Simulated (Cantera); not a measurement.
Feed: 1 mol B, 0.39 mol NH3, 5.2 mol N2, equilibrated at 160 Pa.

Cantera equilibrium calculation (NASA polynomials, part measured and part estimated; ideal gas, pure solids and liquids). Candidate condensed phases: B, BN; 15 gas species. The tables' values for BH2 are old estimates; treat these amounts as uncertain. Rates play no part.

log p: log10 of the partial pressure in bar; n: condensed amount in mol.

```tsv
T (K)	log p N2	log p H2	log p H	log p B	log p BN	log p BH	n BN(s)	n B(s)	n B(l)
1573	-2.84	-3.77	-6.27	-13.12	-13.89	-13.78	1.00	0	0
1723	-2.85	-3.77	___	___	___	___	1.000	0	0
1873	-2.85	-3.78	___	___	___	___	1.000	0	0
2023	-2.85	-3.80	-4.62	-7.18	-8.59	-8.76	1.000	0	0
2173	-2.85	-3.86	-4.25	-5.75	-7.32	-7.57	0.993	0	0
2323	-2.86	-4.02	-3.97	-4.87	-6.58	-6.96	0	0.945	0
2473	-2.88	-4.24	-3.77	-4.18	-6.01	-6.55	0	0	0.718
```

### Question
Fill in the missing entries.

### Answer

- 1873, log p H: -5.08
- 1873, log p B: -8.84
- 1873, log p BN: -10.07
- 1873, log p BH: -10.15
- 1723, log p H: -5.62
- 1723, log p B: -10.79
- 1723, log p BN: -11.81
- 1723, log p BH: -11.80
